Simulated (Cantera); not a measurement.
Input: 1 mol SiHCl3, 0.76 mol NH3, 3.1 mol N2, held at 0.133 bar.

These are equilibrium values from Cantera (NASA tables, ideal gas, pure condensed phases), not measurements of a reactor. Candidate condensed phases: NH4Cl, Si, Si3N4; 28 gas species. The tables' values for SiCl3 are old estimates; treat these amounts as uncertain. Equilibrium is a limit: real reactors are often held back by kinetics, nucleation or transport. All values below are at 975 K.

Base state: N2 0.523, HCl 0.267, H2 0.147, SiCl4 0.0616, SiHCl3 0.000194, SiCl3 1.73e-5 (mole fractions); condensed: Si3N4(s).

Task: What changes in the equilibrium state with this change: NH3 from 0.76 to 5.1 mol?

Result: 
```tsv
species	before	after
H2	0.147	0.460
N2	0.523	0.342
HCl	0.267	0.195
SiCl4	0.0616	0.00240
SiCl3	1.73e-5	1.63e-6
SiHCl3	0.000194	3.23e-5
NH3	3.77e-6	1.68e-5
Si3N4(s), mol	0.213	0.321
```
